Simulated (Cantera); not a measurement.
A closed system holds: 1 mol Si3N4, 0.014 mol CO2, 3.4 mol N2, equilibrated at 1.33 mbar.

Equilibrium computed with Cantera from the NASA thermochemical tables; the gas is ideal and each condensed phase is pure. Candidate condensed phases: C, Si, SiC, SiO2, Si2N2O, Si3N4; 34 gas species. Mutual solubility and eutectic melting of coexisting phases are not modelled. The numbers say what is thermodynamically allowed, not how fast it happens.

**Question.** At 1623 K, list the 4 most abundant gas species with their mole fractions, and the condensed phases.

**Answer.** N2 0.992, SiO 0.00690, CO 0.00122, Si 5.65e-5. Condensed: SiC(s) + Si3N4(s).
